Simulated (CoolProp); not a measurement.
C2F6 (R116) at several states: Z from the reference equation and from simpler models built on Tc = 293.0 K, pc = 3048 kPa, ω = 0.257; each cubic takes its own stable root.

The numbers come from the reference Helmholtz-energy equation of state, Lemmon 2006 in CoolProp. It is a short technical equation, of lower accuracy than the large ones.

```
T (K)  p (kPa)          phase  reference  van der Waals  Redlich-Kwong  Peng-Robinson
-----  -------  -------------  ---------  -------------  -------------  -------------
262.2     10.5            gas     0.9983         0.9987         0.9984         0.9982
317.5    12300  supercritical     0.5877         0.7393         0.6099         0.5669
363.5     1610            gas     0.9158         0.9022         0.9023         0.9025
205.4     7190         liquid     0.3645         0.5511         0.3891         0.3354
```
